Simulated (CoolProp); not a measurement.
A single-stage vapour-compression cycle with ammonia: evaporating at 214.15 K (dew point), condensing at 267.15 K (bubble point), superheat 2 K, subcooling 8 K, compressor efficiency 0.7, no pressure losses. Each further row changes one setting.

Values from CoolProp's reference Helmholtz-energy equation of state, Gao 2020.

```json
[
 {"case": "as stated", "cooling COP": "___", "pressure ratio": "14.6", "discharge temperature (K)": "472.9", "refrigerating effect (kJ/kg)": "1250", "volumetric capacity (kJ/m³)": "278"},
 {"case": "evaporating temperature 219.15 K", "cooling COP": "2.60", "pressure ratio": "___", "discharge temperature (K)": "___", "refrigerating effect (kJ/kg)": "1250", "volumetric capacity (kJ/m³)": "376"},
 {"case": "condensing temperature 262.15 K", "cooling COP": "___", "pressure ratio": "12.0", "discharge temperature (K)": "___", "refrigerating effect (kJ/kg)": "1270", "volumetric capacity (kJ/m³)": "283"},
 {"case": "subcooling 13 K", "cooling COP": "2.27", "pressure ratio": "14.6", "discharge temperature (K)": "472.9", "refrigerating effect (kJ/kg)": "1270", "volumetric capacity (kJ/m³)": "283"},
 {"case": "superheat 12 K", "cooling COP": "___", "pressure ratio": "14.6", "discharge temperature (K)": "491.9", "refrigerating effect (kJ/kg)": "1270", "volumetric capacity (kJ/m³)": "270"},
 {"case": "compressor efficiency 0.6", "cooling COP": "1.91", "pressure ratio": "14.6", "discharge temperature (K)": "___", "refrigerating effect (kJ/kg)": "1250", "volumetric capacity (kJ/m³)": "278"}
]
```

### Question
Complete the blanks.

### Answer

- as stated, cooling COP: 2.23
- evaporating temperature 219.15 K, pressure ratio: 10.7
- evaporating temperature 219.15 K, discharge temperature (K): 445.0
- condensing temperature 262.15 K, cooling COP: 2.51
- condensing temperature 262.15 K, discharge temperature (K): 449.9
- superheat 12 K, cooling COP: 2.17
- compressor efficiency 0.6, discharge temperature (K): 510.6
